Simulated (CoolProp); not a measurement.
Isohexane along the isobar 3960 kPa: density (kg/m³) from the reference equation and from simpler models built on Tc = 497.7 K, pc = 3043 kPa, ω = 0.280; each cubic takes its own stable root.

Model: reference Helmholtz-energy equation of state, Lemmon 2006, in CoolProp. It is a short technical equation, of lower accuracy than the large ones.

```tsv
T (K)	phase	reference
208.5	liquid	729.6
220.6	liquid	719.4
232.7	liquid	709.2
244.7	liquid	699.0
256.8	liquid	688.8
268.9	liquid	678.4
280.9	liquid	668.1
293	liquid	657.6
305.1	liquid	646.8
317.1	liquid	636.0
```

Q: How far does each simpler model (van der Waals, Redlich-Kwong, Peng-Robinson) lie from the reference over these 10 states: mean and median of the absolute difference, and the worst?

A: 
- van der Waals: mean 39.0 %, median 39.0 %, worst -39.9 % at 208.5 K and 3960 kPa
- Redlich-Kwong: mean 10.7 %, median 10.6 %, worst -11.1 % at 208.5 K and 3960 kPa
- Peng-Robinson: mean 2.8 %, median 3.0 %, worst +3.9 % at 317.1 K and 3960 kPa
